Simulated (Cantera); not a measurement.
Mixture: H2 : O2 : N2 = 1 : 0.25 : 0.94 (molar parts), equivalence ratio 2.0, at 37.0 bar, adiabatic and at constant pressure. Ignition delay is the time to a rise of 400 K.

Model: GRI-Mech 3.0 (53 species, 325 reactions), integrated in Cantera. The hydrogen kinetics of GRI-Mech 3.0 are dated; newer H2 mechanisms differ, most at raised pressure. The pressure lies above the range GRI-Mech 3.0 was tuned for (to about 10 atm).

**Question.** What does this change do: 0.015 parts NO added?

**Answer.** 
```
quantity                                                before       after
--------------------------------------------------  ----------  ----------
delay at 998 K                                         3.35 ms     69.4 µs
delay at 1098 K                                       0.466 ms     25.5 µs
delay at 1198 K                                        85.8 µs     10.1 µs
delay at 1298 K                                        18.1 µs     3.96 µs
delay at 1398 K                                        3.75 µs     1.56 µs
apparent activation energy between 1348 and 1448 K  260 kJ/mol  140 kJ/mol
```
The mechanism lacks 2 NO + O2 → 2 NO2 and HONO, so NO2 and the effect of NO are under-described below about 1400 K.

**Question.** What does this change do: constant volume in place of constant pressure?

**Answer.** 
```csv
quantity,before,after
delay at 998 K,3.35 ms,3.05 ms
delay at 1098 K,0.466 ms,0.429 ms
delay at 1198 K,85.8 µs,80.0 µs
delay at 1298 K,18.1 µs,17.1 µs
delay at 1398 K,3.75 µs,3.61 µs
apparent activation energy between 1348 and 1448 K,260 kJ/mol,250 kJ/mol
```
